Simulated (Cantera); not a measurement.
Input: 1 mol SiCl4, 0.011 mol C2H4, 38 mol H2, held at 1750 K.

Equilibrium computed with Cantera from the NASA thermochemical tables; the gas is ideal and each condensed phase is pure. Candidate condensed phases: C, C6H6, C7H8, C8H18, Si, SiC; 109 gas species. Mutual solubility and eutectic melting of coexisting phases are not modelled. The tables' values for SiCl3, SiCl are old estimates; treat these amounts as uncertain. Gases not in the tables: Si2H6 and higher silanes. Rates play no part.

x: gas mole fraction; n: condensed amount in mol.

```json
[
 {"P (Pa)": "100", "x H2": "0.908", "x HCl": "0.0663", "x SiCl2": "0.0161", "x H": "…", "n Si(l)": "0.249", "n SiC(s)": "0.0215"},
 {"P (Pa)": "400", "x H2": "0.913", "x HCl": "0.0667", "x SiCl2": "0.0162", "x H": "…", "n Si(l)": "0.300", "n SiC(s)": "0.0219"},
 {"P (Pa)": "1600", "x H2": "0.915", "x HCl": "0.0669", "x SiCl2": "0.0162", "x H": "…", "n Si(l)": "0.314", "n SiC(s)": "0.0220"},
 {"P (Pa)": "6300", "x H2": "0.916", "x HCl": "0.0668", "x SiCl2": "0.0162", "x H": "…", "n Si(l)": "0.318", "n SiC(s)": "0.0220"},
 {"P (Pa)": "25000", "x H2": "0.916", "x HCl": "0.0665", "x SiCl2": "0.0160", "x H": "…", "n Si(l)": "0.317", "n SiC(s)": "0.0218"},
 {"P (Pa)": "100000", "x H2": "0.917", "x HCl": "0.0657", "x SiCl2": "0.0157", "x H": "…", "n Si(l)": "0.311", "n SiC(s)": "0.0214"}
]
```

Problem. Some entries are withheld; supply them.

Solution. 
- 100, x H: 0.00701
- 400, x H: 0.00351
- 1600, x H: 0.00176
- 6300, x H: 0.000887
- 25000, x H: 0.000445
- 100000, x H: 0.000223
